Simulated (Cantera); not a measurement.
## Catalytic stagnation flow on Pt

A jet of 1.42 % CH₄, 12.0 % O₂, 86.5 % N₂ at 300 K and 24.8 Torr hits a platinum plate 3.9 cm away at a mass flux of 0.047 kg/m²/s; the plate temperature is set and raised in steps from an oxygen-covered start.

Detailed kinetics in Cantera: Deutschmann's 1995 Pt surface mechanism with GRI-Mech 3.0 gas chemistry. Catalytic surfaces can have several steady states; this one follows from the mechanism file's or the stated starting coverage.

| plate T (K) | wall x CH₄ | wall x O₂ | wall x H₂O | wall x OH | wall x CO | wall x CO₂ | θ free Pt | θ O* |
|---|---|---|---|---|---|---|---|---|
| 950 | 0.00931 | 0.110 | 0.00917 | 7.85e-8 | 5.56e-6 | 0.00599 | 0.322 | 0.678 |
| 1000 | 0.00781 | 0.107 | 0.0119 | 2.23e-7 | 6.35e-6 | 0.00780 | 0.395 | 0.604 |
| 1050 | 0.00655 | 0.104 | 0.0142 | 5.50e-7 | 7.16e-6 | 0.00932 | 0.467 | 0.532 |
| 1100 | 0.00555 | 0.102 | 0.0161 | 1.23e-6 | 8.09e-6 | 0.0105 | 0.536 | 0.463 |
| 1150 | 0.00478 | 0.100 | 0.0175 | 2.50e-6 | 9.24e-6 | 0.0114 | 0.601 | 0.398 |
| 1200 | 0.00421 | 0.0993 | 0.0184 | 4.70e-6 | 1.08e-5 | 0.0121 | 0.661 | 0.339 |
| 1250 | 0.00377 | 0.0984 | 0.0191 | 8.31e-6 | 1.28e-5 | 0.0126 | 0.715 | 0.284 |
x: mole fraction at the wall; θ: surface coverage.
